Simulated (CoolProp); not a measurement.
Saturation properties of n-perfluorobutane (Tc = 113.2 °C, pc = 23.22 bar, ω = 0.372).

Values from CoolProp's reference Helmholtz-energy equation of state, Gao 2022.

```tsv
T (°C)	p (bar)	liquid density (kg/m³)	vapour density (kg/m³)	enthalpy of vaporisation (kJ/kg)	liquid cp (kJ/(kg K))
-27.85	0.3131	1686	3.728	105.8	1.072
-19.35	0.4762	1657	5.521	103.1	1.082
-10.85	0.7004	1627	7.932	100.5	1.093
-2.45	0.9961	1598	11.06	97.74	1.104
6.05	1.386	1567	15.12	94.90	1.116
14.55	1.884	1536	20.28	91.95	1.128
23.05	2.509	1503	26.75	88.86	1.142
31.45	3.270	1470	34.66	85.63	1.157
39.95	4.205	1434	44.53	82.16	1.175
```

It boils at -2.0 °C under 1 atm.
